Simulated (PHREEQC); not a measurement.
Dissolve 0.14 mol CdCl2, 8.7e-05 mol KCl and 0.049 mol FeSO4 per kg of water at 25 °C. Closed to the air; pH follows from the charge balance.

The numbers come from PHREEQC with the ion-association model, wateq4f.dat.

| quantity | before | after |
|---|---|---|
| pH | 5.44 | 4.40 |
| ionic strength (mol/kgw) | 0.282 | 0.282 |
| Cl- (mol/kgw) | 0.145 | 0.145 |
| CdCl+ (mol/kgw) | 0.0808 | 0.0808 |
| Fe+2 (mol/kgw) | 0.0362 | 0.0362 |
| SO4-2 (mol/kgw) | 0.0233 | 0.0233 |
| SI of CdOHCl (CdOHCl) | -1.29 | -2.33 |
| SI of Melanterite (FeSO4:7H2O) | -2.00 | -2.00 |

Task: Name the change that produced these shifts.
(A) FeSO4 from 0.049 to 0.0245 mol/kgw
(B) 0.22 mol/kgw AlCl3 added
(C) diluted 100-fold with water
(D) diluted 2-fold with water
(E) KCl replaced by KHSO4 at the same molality

Result: E, KCl replaced by KHSO4 at the same molality

This is a speciation only: nothing precipitates in the calculation.
